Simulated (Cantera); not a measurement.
Stirred combustor or abatement burner

A perfectly stirred reactor is fed with 12.9 % CO, 0.839 % H2, 6.32 % CH4, 12.2 % O2, 45.8 % N2, 21.9 % H2O, equivalence ratio 1.6, at 7.10 bar; it is adiabatic with a 750 K inlet, and is followed from long to short residence time, starting on the burning branch (τ in s: 0.047, 0.023, 0.011, 0.0054, 0.0026, 0.0013, 0.00061, 0.0003, 0.00014, 7e-05, 3.4e-05, 1.6e-05).

Computed with Cantera and GRI-Mech 3.0 (53 species, 325 reactions).

| τ (s) | T (K) | x CO | x H2 | x CH4 | x HO2 | x N2O | x OH |
|---|---|---|---|---|---|---|---|
| 0.047 | 1998 | 0.0886 | 0.0554 | 0.000462 | 4.41e-8 | 1.56e-9 | 9.94e-5 |
| 0.023 | 1998 | 0.0881 | 0.0545 | 0.000784 | 8.83e-8 | 1.92e-9 | 0.000106 |
| 0.011 | 1998 | 0.0875 | 0.0531 | 0.00126 | 1.81e-7 | 2.60e-9 | 0.000117 |
| 0.0054 | 1996 | 0.0869 | 0.0512 | 0.00183 | 3.65e-7 | 3.80e-9 | 0.000132 |
| 0.0026 | 1991 | 0.0867 | 0.0489 | 0.00247 | 7.63e-7 | 6.05e-9 | 0.000155 |
| 0.0013 | 1979 | 0.0876 | 0.0463 | 0.00310 | 1.59e-6 | 9.89e-9 | 0.000183 |
| 0.00061 | 1954 | 0.0906 | 0.0430 | 0.00386 | 3.76e-6 | 1.78e-8 | 0.000219 |
| 0.00030 | 1903 | 0.0972 | 0.0385 | 0.00502 | 9.85e-6 | 3.39e-8 | 0.000237 |
| 0.00014 | 750 | 0.129 | 0.00839 | 0.0632 | 5.59e-12 | <1e-12 | <1e-12 |
| 7.0e-5 | 750 | 0.129 | 0.00839 | 0.0632 | 2.38e-12 | <1e-12 | <1e-12 |
| 3.4e-5 | 750 | 0.129 | 0.00839 | 0.0632 | 1.02e-12 | <1e-12 | <1e-12 |
| 1.6e-5 | 750 | 0.129 | 0.00839 | 0.0632 | <1e-12 | <1e-12 | <1e-12 |
x: mole fraction; the columns are a selection and need not sum to one.
